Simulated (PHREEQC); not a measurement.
Consider water at 45 °C with 3.3e-05 mol Ca(HCO3)2, 0.00092 mol KHCO3 and 0.00035 mol MgSO4 per kg of water. Closed to the air; pH follows from the charge balance.

Model: ion-association model, phreeqc.dat, run in PHREEQC.

| Item | Value |
|---|---|
| pH | 8.05 |
| ionic strength | 0.00230 mol/kgw |
| specific conductance | 284 µS/cm |
| total alkalinity | 0.986 meq/kg |

```csv
species,molality,activity,log γ
HCO3-,0.000956,0.000906,-0.023
K+,0.000918,0.000868,-0.024
SO4-2,0.000321,0.000258,-0.094
Mg+2,0.000319,0.000257,-0.093
Ca+2,3.09e-5,2.49e-5,-0.094
MgSO4,2.53e-5,2.53e-5,0.000
CO2,1.59e-5,1.59e-5,0.000
CO3-2,7.95e-6,6.41e-6,-0.093
OH-,4.74e-6,4.48e-6,-0.024
MgHCO3+,3.27e-6,3.10e-6,-0.024
KSO4-,2.31e-6,2.19e-6,-0.023
```

Precipitation was switched off in this run. Away from 25 °C the constants follow the database's enthalpies or fits; those with neither stay at their 25 °C values.
